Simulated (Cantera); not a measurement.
Input: 1 mol SiH₂Cl₂, 1.4 mol HCl, 170 mol H₂, equilibrated at 825 K and 533 Torr.

Method: chemical equilibrium by Gibbs-energy minimisation in Cantera with the NASA 1993 tables (ideal gas, pure condensed phases). Candidate condensed phases: Si; 19 gas species. Equilibrium is a limit: real reactors are often held back by kinetics, nucleation or transport.

Base state: H₂ 0.993, SiHCl₃ 0.00318, SiCl₄ 0.00213, HCl 0.000824, SiH₂Cl₂ 0.000400, SiH₃Cl 1.18e-5 (mole fractions); condensed: Si(s).

Task: What changes in the equilibrium state with this change: SiH₂Cl₂ replaced by SiCl₄?

Result: 
```tsv
species	before	after
H₂	0.993	0.985
HCl	0.000824	0.00884
SiCl₄	0.00213	0.00509
SiH₃Cl	1.18e-5	2.22e-8
SiH₂Cl₂	0.000400	8.16e-6
SiHCl₃	0.00318	0.000702
Si(s), mol	0.0122	0
```
